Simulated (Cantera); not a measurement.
# Equilibrium for carbon deposition, reforming and gasification: C2H2 + H2O + H2 + O2

Charge: 1 mol C2H2, 0.14 mol H2O, 0.37 mol H2, 1.6 mol O2, held at 1.00 bar.

Method: chemical equilibrium by Gibbs-energy minimisation in Cantera with the NASA 1993 tables (ideal gas, pure condensed phases). Candidate condensed phases: C, C6H6, C7H8, C8H18, H2O; 110 gas species. Equilibrium is a limit: real reactors are often held back by kinetics, nucleation or transport.

From 973 K to 2773 K nothing is condensed. The main C-bearing gas is CO throughout.

```
T (K)  log p CO  log p H2  log p H2O  log p CO2  log p H  log p OH  log p CH4  log p O
-----  --------  --------  ---------  ---------  -------  --------  ---------  -------
973       -0.49     -0.54      -0.86      -0.60    -9.24      <-12      -2.36     <-12
1173      -0.44     -0.60      -0.75      -0.69    -7.23     -9.54      -4.64     <-12
1373      -0.40     -0.65      -0.69      -0.76    -5.80     -7.59      -6.29     <-12
1573      -0.38     -0.69      -0.65      -0.80    -4.73     -6.14      -7.52   -10.26
1773      -0.37     -0.72      -0.62      -0.84    -3.90     -5.02      -8.46    -8.31
1973      -0.36     -0.74      -0.60      -0.88    -3.24     -4.13      -9.20    -6.76
2173      -0.35     -0.76      -0.59      -0.90    -2.70     -3.40      -9.80    -5.49
2373      -0.35     -0.78      -0.59      -0.92    -2.24     -2.80     -10.30    -4.44
2573      -0.35     -0.80      -0.59      -0.94    -1.86     -2.30     -10.72    -3.55
2773      -0.35     -0.82      -0.60      -0.97    -1.54     -1.88     -11.08    -2.80
```
log p: log10 of the partial pressure in bar; nothing condenses.
